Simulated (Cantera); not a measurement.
Cantera run:

```python
import numpy as np
import cantera as ct

gas_names = """
    H2 H2S H
""".split()
cond_names = """
    Ni3S4(s) NiS(b) NiS(a) NiS(L)
""".split()


# ... load() reads the species with a 1 bar reference pressure and builds the phases ...
species = {s.name: s for s in load("nasa_gas.yaml", gas_names) + load("nasa_condensed.yaml", cond_names)}
# Each term lists the table entries of one substance; the one whose range holds T is used.
reactions = {
    'H2(g) + Ni3S4 = 3 NiS + H2S(g)':
        [(-1, ['H2']), (-1, ['Ni3S4(s)']), (3, ['NiS(b)', 'NiS(a)', 'NiS(L)']), (1, ['H2S'])],
    '2 H(g) + Ni3S4 = H2S(g) + 3 NiS':
        [(-2, ['H']), (-1, ['Ni3S4(s)']), (1, ['H2S']), (3, ['NiS(b)', 'NiS(a)', 'NiS(L)'])],
}


def pick(names, T):
    return next(species[n] for n in names if species[n].thermo.min_temp <= T <= species[n].thermo.max_temp)


results = []
for label, terms in reactions.items():
    print(label)
    print("     T/K   dH/kJ  dS/(J/K)   dG/kJ   log10 K")
    for T in [300, 375, 400, 425, 450, 475, 500, 525, 550]:
        used = [(nu, pick(names, T)) for nu, names in terms]
        dH = sum(nu * s.thermo.h(T) for nu, s in used) / 1e6
        dS = sum(nu * s.thermo.s(T) for nu, s in used) / 1e3
        dG = dH - T * dS / 1e3
        logK = -dG * 1e6 / (ct.gas_constant * T * np.log(10))
        results.append((label, T, dH, dS, dG, logK, [s.name for _, s in used]))
        print(f"{T:8g} {dH:8.1f} {dS:8.1f} {dG:8.1f} {logK:8.2f}")
```

It prints:

```
H2(g) + Ni3S4 = 3 NiS + H2S(g)
     T/K   dH/kJ  dS/(J/K)   dG/kJ   log10 K
     300     17.0     47.5      2.7    -0.48
     375     15.5     43.2     -0.7     0.09
     400     15.0     41.8     -1.7     0.22
     425     14.5     40.5     -2.7     0.34
     450     13.9     39.1     -3.7     0.43
     475     13.2     37.8     -4.7     0.52
     500     12.6     36.4     -5.6     0.59
     525     11.9     35.1     -6.5     0.65
     550     11.2     33.8     -7.4     0.70
2 H(g) + Ni3S4 = H2S(g) + 3 NiS
     T/K   dH/kJ  dS/(J/K)   dG/kJ   log10 K
     300   -419.0    -51.4   -403.6    70.28
     375   -421.4    -58.5   -399.5    55.65
     400   -422.3    -60.6   -398.0    51.97
     425   -423.1    -62.7   -396.5    48.73
     450   -424.0    -64.7   -394.9    45.83
     475   -424.9    -66.7   -393.2    43.24
     500   -425.9    -68.7   -391.5    40.90
     525   -426.9    -70.6   -389.8    38.78
     550   -427.9    -72.6   -388.0    36.85
```

Standard-state values (1 bar) from the NASA 1993 polynomials, evaluated with Cantera. Condensed species are held in their standard states even where they would react or evaporate.
